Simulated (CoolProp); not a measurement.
Carbon monoxide at 293.15 K and 11.6 MPa is compressed adiabatically to 41.7 MPa with isentropic efficiency 0.75. Each further row changes one setting.

Model: reference Helmholtz-energy equation of state, Lemmon 2006, in CoolProp. It is a short technical equation, of lower accuracy than the large ones.

```json
[
 {"case": "as stated", "work (kJ/kg)": "(withheld)", "final temperature (K)": "464.4", "final density (kg/m³)": "(withheld)"},
 {"case": "efficiency 1", "work (kJ/kg)": "149", "final temperature (K)": "423.9", "final density (kg/m³)": "267"},
 {"case": "efficiency 0.65", "work (kJ/kg)": "(withheld)", "final temperature (K)": "(withheld)", "final density (kg/m³)": "234"}
]
```

Q: Complete the blanks.

A: 
- as stated, work (kJ/kg): 199
- as stated, final density (kg/m³): 245
- efficiency 0.65, work (kJ/kg): 229
- efficiency 0.65, final temperature (K): 489.7
